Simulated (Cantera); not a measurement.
An isothermal, constant-pressure homogeneous reactor starts with CH₄ : H₂ : N₂ = 1 : 54 : 2.6 (molar parts), at 2000 K and 1.01 bar.

Detailed kinetics in Cantera: GRI-Mech 3.0 (53 species, 325 reactions). GRI-Mech 3.0 stops at C3 and has no aromatics, soot or wall deposition, so with more carbon than oxygen in the feed, carbon stays in small species such as C2H2 where larger ones or solid carbon would form.

Predict: x(CH₄) at 40.0 s; x(H₂) at 40.0 s; x(C₂H₄) at 40.0 s; x(C₂H) at 40.0 s; x(CH₂) at 40.0 s.


```
Item                                                 Result
-----------------  ----------------------------------------
x(CH₄) at 40.0 s   0.00125 (gas-phase equilibrium 0.000876)
x(H₂) at 40.0 s         0.945 (gas-phase equilibrium 0.945)
x(C₂H₄) at 40.0 s   4.97e-5 (gas-phase equilibrium 2.44e-5)
x(C₂H) at 40.0 s    2.42e-7 (gas-phase equilibrium 1.19e-7)
x(CH₂) at 40.0 s    8.92e-8 (gas-phase equilibrium 6.26e-8)
```
